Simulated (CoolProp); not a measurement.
Vapour-liquid equilibrium of dimethyl ether (1) + ethanol (2) at 0.027 MPa; x and y are mole fractions of (1).

Model: multi-fluid Helmholtz-energy mixture model, Wu 2011 and Schroeder 2014; pair parameters Bell 2016, in CoolProp.

```tsv
x	bubble temperature (°C)	y at the bubble point	dew temperature at overall composition x (°C)	liquid density (mol/L)
0.05	2.3	[?]	47.2	[?]
0.2	-29.6	0.995	[?]	[?]
0.35	-38.9	0.998	39.7	17.71
0.5	-43.4	0.999	34.7	17.56
0.65	[?]	0.999	28.3	[?]
0.8	-48.3	1.000	[?]	17.11
0.95	-50.6	1.000	-1.8	[?]
```

**Question.** Complete the blanks.

**Answer.** 
- 0.05, y at the bubble point: 0.933
- 0.05, liquid density (mol/L): 17.38
- 0.2, dew temperature at overall composition x (°C): 43.7
- 0.2, liquid density (mol/L): 17.75
- 0.65, bubble temperature (°C): -46.2
- 0.65, liquid density (mol/L): 17.36
- 0.8, dew temperature at overall composition x (°C): 18.8
- 0.95, liquid density (mol/L): 16.83

No azeotrope shows between x = 0.05 and 0.95.

The pair parameters rest on a limited set of measurements; away from them the model extrapolates. With so large a gap from Raoult's law the liquid may split in two, which this calculation doesn't test in full.
